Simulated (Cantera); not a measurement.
Input (Python, Cantera) and output of one run.

```python
import numpy as np
import cantera as ct

gas_names = [...]  # 92 gases of nasa_gas.yaml made of C, H, N
cond_names = """
    C(gr) C6H6(L) C7H8(L) C8H18(L),n-octa
""".split()


# ... load() reads the species with a 1 bar reference pressure and builds the phases ...
atoms = {
    'n-butane': {'C': 4, 'H': 10},
    'H2': {'H': 2},
    'N2': {'N': 2},
}
top_T = {'C(gr)': 4500}  # K; cautious upper limits of use, not melting points


# ... equilibrate(T, P, feed) seeds the gas with the atoms and calls Mixture.equilibrate('TP', solver="vcs", rtol=1e-11, max_steps=5000) ...
results = []
feed = {'n-butane': 1, 'H2': 0.52, 'N2': 2.5}  # mol
P = 12000  # Pa
for T in [948, 1148, 1348, 1548, 1748, 1948, 2148, 2348, 2548, 2748]:
    mix = equilibrate(T, P, feed)
    results.append((T, P, feed, dict(zip(mix.species_names, mix.species_moles))))

top = {s: max(r[3][s] / sum(r[3][g] for g in gas_names) for r in results) for s in gas_names}
cols = sorted((s for s in top if top[s] > 1e-06), key=lambda s: -top[s])[:6]
seen = [c for c in cond_names if any(r[3].get(c, 0) > 1e-12 for r in results)]
print("log10 of partial pressures in bar; condensed amounts in mol")
print(f"{'T/K':>10s}" + "".join(f"{s[:9]:>10s}" for s in cols + seen))
for T, P, feed, n in results:
    ng = sum(n[g] for g in gas_names)
    print(f"{T:10.4g}" + "".join(f"{np.log10(max(n[s] / ng * P / 1e5, 1e-99)):10.3f}" for s in cols)
          + "".join(f"{n.get(c, 0):10.4g}" for c in seen))
```

Output:

```
log10 of partial pressures in bar; condensed amounts in mol
       T/K        H2        N2         H       HCN C2H2,acet       CH4     C(gr)
       948    -1.091    -1.423    -9.826    -6.924   -10.679    -2.947     3.925
      1148    -1.084    -1.426    -7.687    -5.645    -8.514    -3.792     3.989
      1348    -1.083    -1.427    -6.177    -4.750    -7.003    -4.401     3.996
      1548    -1.083    -1.428    -5.053    -4.089    -5.888    -4.855     3.993
      1748    -1.084    -1.429    -4.183    -3.582    -5.031    -5.205      3.98
      1948    -1.087    -1.432    -3.490    -3.182    -4.355    -5.484     3.948
      2148    -1.093    -1.438    -2.927    -2.862    -3.811    -5.716      3.88
      2348    -1.109    -1.450    -2.463    -2.605    -3.371    -5.926     3.756
      2548    -1.140    -1.470    -2.080    -2.404    -3.020    -6.138     3.555
      2748    -1.200    -1.502    -1.768    -2.256    -2.754    -6.380     3.258
```

Equilibrium computed with Cantera from the NASA thermochemical tables; the gas is ideal and each condensed phase is pure.
